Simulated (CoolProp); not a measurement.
Properties of dodecamethylcyclohexasiloxane (D6) along the isobar 269 kPa (Tc = 645.8 K, pc = 961.4 kPa, ω = 0.736).

The numbers come from the reference Helmholtz-energy equation of state, Colonna 2008 in CoolProp. It is a short technical equation, of lower accuracy than the large ones.

| T (K) | phase | density (kg/m³) | cv (kJ/(kg K)) | isothermal compressibility (1/MPa) | expansivity (1/kK) |
|---|---|---|---|---|---|
| 279.4 | liquid | 989.4 | 1.400 | 0.002290 | 1.106 |
| 286 | liquid | 982.2 | 1.408 | 0.002381 | 1.114 |
| 292.5 | liquid | 975.1 | 1.416 | 0.002475 | 1.122 |
| 299.1 | liquid | 967.8 | 1.425 | 0.002575 | 1.131 |
| 305.7 | liquid | 960.6 | 1.435 | 0.002680 | 1.140 |
| 312.3 | liquid | 953.4 | 1.445 | 0.002789 | 1.150 |
| 318.8 | liquid | 946.3 | 1.456 | 0.002903 | 1.160 |
| 325.4 | liquid | 939.0 | 1.467 | 0.003024 | 1.170 |
| 332 | liquid | 931.8 | 1.479 | 0.003151 | 1.181 |
| 338.5 | liquid | 924.6 | 1.491 | 0.003283 | 1.193 |
